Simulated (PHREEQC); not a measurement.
Solution (15 °C): 22 mmol/kgw HF, 44 mmol/kgw NH4HF2 and 0.034 mmol/kgw H2SO4. Closed to the air; pH follows from the charge balance.

Equilibrium calculation in PHREEQC: ion-association model, wateq4f.dat.

No solid was allowed to form.

Q: Order these S species by the share of S that they hold, largest first: SO4-2, NH4SO4-, HSO4-.

A: SO4-2 (76 %), NH4SO4- (20 %), HSO4- (3.8 %)

Q: Order these F species by the share of F that they hold, largest first: F-, HF2-, HF, H2F2.

A: HF (40 %), F- (36 %), H2F2 (13 %), HF2- (11 %)

The pH is 2.96 and the ionic strength 0.0453 mol/kgw. wateq4f.dat counts part of the HF as a dimer, H2F2, which phreeqc.dat doesn't know; its constant is uncertain.
